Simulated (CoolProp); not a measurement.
Properties of hexamethyldisiloxane (MM) along the isotherm 346.85 °C.

Values from CoolProp's reference Helmholtz-energy equation of state, Thol 2016.

```json
[
 {"p (MPa)": "1.07", "phase": "gas", "density (kg/m³)": "37.67", "cp (kJ/(kg K))": "2.323", "cv (kJ/(kg K))": "2.229", "speed of sound (m/s)": "162.7", "expansivity (1/kK)": "2.446", "fugacity coefficient": "0.9009"},
 {"p (MPa)": "2.15", "phase": "supercritical", "density (kg/m³)": "85.59", "cp (kJ/(kg K))": "2.421", "cv (kJ/(kg K))": "___", "speed of sound (m/s)": "147.3", "expansivity (1/kK)": "3.744", "fugacity coefficient": "0.8104"},
 {"p (MPa)": "3.22", "phase": "supercritical", "density (kg/m³)": "144.9", "cp (kJ/(kg K))": "2.572", "cv (kJ/(kg K))": "2.265", "speed of sound (m/s)": "___", "expansivity (1/kK)": "5.510", "fugacity coefficient": "0.7318"},
 {"p (MPa)": "4.29", "phase": "supercritical", "density (kg/m³)": "___", "cp (kJ/(kg K))": "___", "cv (kJ/(kg K))": "2.280", "speed of sound (m/s)": "132.9", "expansivity (1/kK)": "7.090", "fugacity coefficient": "0.6644"},
 {"p (MPa)": "5.36", "phase": "supercritical", "density (kg/m³)": "283.1", "cp (kJ/(kg K))": "2.786", "cv (kJ/(kg K))": "2.281", "speed of sound (m/s)": "148.2", "expansivity (1/kK)": "6.735", "fugacity coefficient": "0.6089"},
 {"p (MPa)": "6.44", "phase": "supercritical", "density (kg/m³)": "333.2", "cp (kJ/(kg K))": "2.736", "cv (kJ/(kg K))": "2.274", "speed of sound (m/s)": "177.6", "expansivity (1/kK)": "5.326", "fugacity coefficient": "0.5657"},
 {"p (MPa)": "7.51", "phase": "supercritical", "density (kg/m³)": "367.7", "cp (kJ/(kg K))": "2.683", "cv (kJ/(kg K))": "2.269", "speed of sound (m/s)": "208.4", "expansivity (1/kK)": "4.265", "fugacity coefficient": "0.5340"},
 {"p (MPa)": "8.58", "phase": "supercritical", "density (kg/m³)": "393.0", "cp (kJ/(kg K))": "2.644", "cv (kJ/(kg K))": "2.265", "speed of sound (m/s)": "237.2", "expansivity (1/kK)": "___", "fugacity coefficient": "0.5107"},
 {"p (MPa)": "9.66", "phase": "supercritical", "density (kg/m³)": "413.1", "cp (kJ/(kg K))": "___", "cv (kJ/(kg K))": "2.262", "speed of sound (m/s)": "263.8", "expansivity (1/kK)": "3.076", "fugacity coefficient": "0.4935"}
]
```

Problem. Complete the blanks.

Solution. 
- 2.15, cv (kJ/(kg K)): 2.246
- 3.22, speed of sound (m/s): 136.1
- 4.29, density (kg/m³): 215.3
- 4.29, cp (kJ/(kg K)): 2.738
- 8.58, expansivity (1/kK): 3.562
- 9.66, cp (kJ/(kg K)): 2.615
